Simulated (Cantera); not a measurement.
Feed: 1 mol C2H2, 4.2 mol CO2, equilibrated at 1.33 mbar.

Cantera equilibrium calculation (NASA polynomials, part measured and part estimated; ideal gas, pure solids and liquids). Candidate condensed phases: C, C6H6, C7H8, C8H18, H2O; 110 gas species. Kinetics and transport are ignored.

**Question.** At 1075 K, list the 4 most abundant gas species with their mole fractions, and the condensed phases.

**Answer.** CO 0.596, CO2 0.265, H2 0.0983, H2O 0.0406. Condensed: gas only.
